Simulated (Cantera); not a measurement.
An adiabatic, constant-pressure homogeneous reactor starts with CH4 : O2 : N2 = 1 : 3.45 : 13 (molar parts), equivalence ratio 0.58, at 1725 K and 1.00 bar.

Cantera simulation using GRI-Mech 3.0 (53 species, 325 reactions); the numbers are that mechanism's predictions, not measurements.

Problem. Predict: time of steepest temperature rise; temperature at 0.600 s; equilibrium temperature; x(O2) at 0.600 s; x(NO) at 0.600 s; x(H) at 0.600 s.

Solution. 
- time of steepest temperature rise = 0.173 ms
- temperature at 0.600 s = 2618 K
- equilibrium temperature = 2618 K
- x(O2) at 0.600 s = 0.0743 (gas-phase equilibrium 0.0743)
- x(NO) at 0.600 s = 0.0160 (gas-phase equilibrium 0.0160)
- x(H) at 0.600 s = 0.00255 (gas-phase equilibrium 0.00255)
